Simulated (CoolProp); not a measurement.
Tetrahydrofuran along the isobar 2370 kPa: density (kg/m³) from the reference equation and from simpler models built on Tc = 540.2 K, pc = 5304 kPa, ω = 0.234; each cubic takes its own stable root.

Values from CoolProp's reference Helmholtz-energy equation of state, Fiedler 2023.

| T (K) | phase | reference |
|---|---|---|
| 334.9 | liquid | 843.2 |
| 357.5 | liquid | 817.0 |
| 380.1 | liquid | 789.6 |
| 402.7 | liquid | 760.7 |
| 425.3 | liquid | 729.5 |
| 447.9 | liquid | 694.9 |
| 470.5 | liquid | 654.5 |
| 493.1 | gas | 56.42 |

Question: How far does each simpler model (van der Waals, Redlich-Kwong, Peng-Robinson) lie from the reference over these 8 states: mean and median of the absolute difference, and the worst?

Answer: 
- van der Waals: mean 47.5 %, median 38.1 %, worst -91.3 % at 470.5 K and 2370 kPa
- Redlich-Kwong: mean 10.8 %, median 10.8 %, worst -16.7 % at 470.5 K and 2370 kPa
- Peng-Robinson: mean 3.4 %, median 4.0 %, worst +5.2 % at 357.5 K and 2370 kPa

At some of these states van der Waals gives the other phase, because its saturation line lies elsewhere.
